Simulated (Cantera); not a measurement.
A closed system holds: 1 mol TEOS, 0.11 mol CO2, 3.2 mol N2, held at 1898.15 K and 7.50 Torr.

These are equilibrium values from Cantera (NASA tables, ideal gas, pure condensed phases), not measurements of a reactor. Candidate condensed phases: C, C6H6, C7H8, C8H18, H2O, Si, SiC, SiO2, Si2N2O, Si3N4; 151 gas species. The feed counts by its element totals alone. Rates play no part.

Base state: H2 0.568, CO 0.240, N2 0.182, H 0.00590, HCN 0.00310, SiO 0.00174, C2H2 (acetylene) 0.000214, HNC 0.000145 (mole fractions); condensed: C(graphite) + SiC(s).

**Question.** What changes in the equilibrium state with this change: CO2 from 0.11 to 15 mol?

**Answer.** 
| species | before | after |
|---|---|---|
| CO | 0.240 | 0.517 |
| H2 | 0.568 | 0.141 |
| H2O | 2.45e-7 | 0.133 |
| CO2 | 2.46e-8 | 0.116 |
| N2 | 0.182 | 0.0881 |
| SiO | 0.00174 | 0.00142 |
| HCN | 0.00310 | 1.06e-9 |
| OH | <1e-9 | 0.000227 |
| C2H2 (acetylene) | 0.000214 | <1e-9 |
| HNC | 0.000145 | <1e-9 |
| C(graphite), mol | 2.89 | 0 |
| SiC(s), mol | 0.969 | 0 |
| SiO2(condensed), mol | 0 | 0.948 |
The tables hold silica as quartz up to 1696 K and as liquid above; real silica turns to tridymite and cristobalite and melts near 1996 K.
